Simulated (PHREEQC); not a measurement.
A made-up water analysis in mg/L, 65 °C, pH 3.36, pe 9.2:

| constituent | mg/L |
|---|---|
| Na | 858 |
| K | 57.3 |
| Ca | 496 |
| Mg | 161 |
| Cl | 899 |
| S(6) as SO4 | 2510 |
| Cu(2) | 1.17 |
| Fe(3) | 0.606 |
| Ni | 112 |

Valence states are taken as typed.

Model: ion-association model, wateq4f.dat, run in PHREEQC.

No solid was allowed to form.

### Question
Order these Cu species by the share of Cu that they hold, largest first: Cu+2, CuCl+, CuSO4.

### Answer
Cu+2 (59 %), CuSO4 (32 %), CuCl+ (8.8 %)

The pH is 3.36 and the ionic strength 0.0877 mol/kgw. Saturation is exceeded, for instance for Jarosite-K, Hematite (slow to form); the values hold only as long as no solid forms. Away from 25 °C the constants follow the database's enthalpies or fits; those with neither stay at their 25 °C values.
